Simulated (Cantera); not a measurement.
Input: 1 mol Al2O3, 50 mol HCl, 6.7 mol N2, held at 0.260 bar.

Method: chemical equilibrium by Gibbs-energy minimisation in Cantera with the NASA 1993 tables (ideal gas, pure condensed phases). Candidate condensed phases: Al, AlCl3, AlN, Al2O3, H2O, NH4Cl; 45 gas species. Condensed phases not in the tables: AlOCl. Rates play no part.

x: gas mole fraction; n: condensed amount in mol.

| T (K) | x HCl | x N2 | x H2O | x AlCl3 | x Cl | x H2 | n Al2O3(s) |
|---|---|---|---|---|---|---|---|
| 850 | 0.882 | 0.118 | 8.77e-5 | 5.85e-5 | 4.38e-8 | [?] | 0.998 |
| 900 | 0.882 | 0.118 | 0.000146 | 9.72e-5 | 1.67e-7 | [?] | 0.997 |
| 950 | 0.881 | 0.118 | 0.000229 | 0.000153 | 5.49e-7 | [?] | 0.996 |
| 1000 | 0.881 | 0.118 | 0.000344 | 0.000229 | 1.60e-6 | [?] | 0.994 |
| 1050 | 0.881 | 0.118 | 0.000495 | 0.000330 | 4.18e-6 | [?] | 0.991 |
| 1100 | 0.881 | 0.118 | 0.000689 | 0.000459 | 9.95e-6 | [?] | 0.987 |
| 1150 | 0.880 | 0.118 | 0.000930 | 0.000620 | 2.17e-5 | [?] | 0.982 |
| 1200 | 0.880 | 0.118 | 0.00122 | 0.000816 | 4.41e-5 | [?] | 0.977 |
| 1250 | 0.879 | 0.118 | 0.00157 | 0.00105 | 8.39e-5 | [?] | 0.970 |
| 1300 | 0.878 | 0.118 | 0.00198 | 0.00132 | 0.000151 | [?] | 0.963 |

Question: Some entries are withheld; supply them.

Answer: 
- 850, x H2: 6.60e-7
- 900, x H2: 1.40e-6
- 950, x H2: 2.78e-6
- 1000, x H2: 5.21e-6
- 1050, x H2: 9.34e-6
- 1100, x H2: 1.62e-5
- 1150, x H2: 2.72e-5
- 1200, x H2: 4.47e-5
- 1250, x H2: 7.20e-5
- 1300, x H2: 0.000114
